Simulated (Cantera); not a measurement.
A Cantera script and what it prints.

```python
import numpy as np
import cantera as ct

gas_names = """
    SiH3 SiH4
""".split()
cond_names = """
    Si(cr) Si(L)
""".split()


def load(file, names, dense=False):
    # The tables refer to 1 bar. Condensed volumes are neglected.
    table = {s.name: s for s in ct.Species.list_from_file(file)}
    out = []
    for n in names:
        d = dict(table[n].input_data)
        d["thermo"] = dict(d["thermo"], **{"reference-pressure": 1e5})
        if dense:
            d["equation-of-state"] = {"model": "constant-volume", "density": "1e6 g/cm^3"}
        out.append(ct.Species.from_dict(d))
    return out


species = {s.name: s for s in load("nasa_gas.yaml", gas_names) + load("nasa_condensed.yaml", cond_names)}
# Each term lists the table entries of one substance; the one whose range holds T is used.
reactions = {
    '4 SiH3(g) = 3 SiH4(g) + Si':
        [(-4, ['SiH3']), (3, ['SiH4']), (1, ['Si(cr)', 'Si(L)'])],
}


def pick(names, T):
    return next(species[n] for n in names if species[n].thermo.min_temp <= T <= species[n].thermo.max_temp)


results = []
for label, terms in reactions.items():
    print(label)
    print("     T/K   dH/kJ  dS/(J/K)   dG/kJ   log10 K")
    for T in [300, 998, 1098, 1198, 1298, 1398, 1498, 1598]:
        used = [(nu, pick(names, T)) for nu, names in terms]
        dH = sum(nu * s.thermo.h(T) for nu, s in used) / 1e6
        dS = sum(nu * s.thermo.s(T) for nu, s in used) / 1e3
        dG = dH - T * dS / 1e3
        logK = -dG * 1e6 / (ct.gas_constant * T * np.log(10))
        results.append((label, T, dH, dS, dG, logK, [s.name for _, s in used]))
        print(f"{T:8g} {dH:8.1f} {dS:8.1f} {dG:8.1f} {logK:8.2f}")
```

Result:

```
4 SiH3(g) = 3 SiH4(g) + Si
     T/K   dH/kJ  dS/(J/K)   dG/kJ   log10 K
     300   -734.5   -233.3   -664.5   115.70
     998   -732.2   -230.9   -501.7    26.26
    1098   -731.3   -230.1   -478.7    22.77
    1198   -730.2   -229.1   -455.7    19.87
    1298   -729.0   -228.2   -432.8    17.42
    1398   -727.7   -227.2   -410.1    15.32
    1498   -726.4   -226.3   -387.4    13.51
    1598   -724.9   -225.3   -364.8    11.92
```

Source: NASA polynomial tables (part measured, part estimated), evaluated in Cantera. Condensed species are held in their standard states even where they would react or evaporate.
